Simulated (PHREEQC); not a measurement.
Make-up at 82 °C: 93 mmol/kgw HF, 130 mmol/kgw (CH3)4NF, 0.34 mmol/kgw H2SiF6 and 0.15 mmol/kgw HCl. Closed to the air; pH follows from the charge balance.

The numbers come from PHREEQC with the ion-association model, phreeqc.dat.

```json
[
 {"quantity": "pH", "before": "3.70", "after": "3.47"},
 {"quantity": "ionic strength (mol/kgw)", "before": "0.131", "after": "0.131"},
 {"quantity": "F- (mol/kgw)", "before": "0.101", "after": "0.101"},
 {"quantity": "HF (mol/kgw)", "before": "0.0655", "after": "0.0649"},
 {"quantity": "HF2- (mol/kgw)", "before": "0.0281", "after": "0.0285"},
 {"quantity": "SI of Quartz (SiO2)", "before": "-7.35", "after": "-8.81"}
]
```

### Question
What was changed between the two runs?
(A) diluted 10-fold with water
(B) temperature from 82 to 35 °C
(C) temperature from 82 to 55 °C
(D) HCl from 0.00015 to 3e-05 mol/kgw
(E) diluted 2-fold with water

### Answer
C, temperature from 82 to 55 °C

Precipitation was switched off in this run. (CH3)4N+ isn't in the database: it is added as a free cation with an ion size of 4 Å. Constants without temperature data keep their 25 °C values here. SiF6-2 is the database's only silicon fluoride.
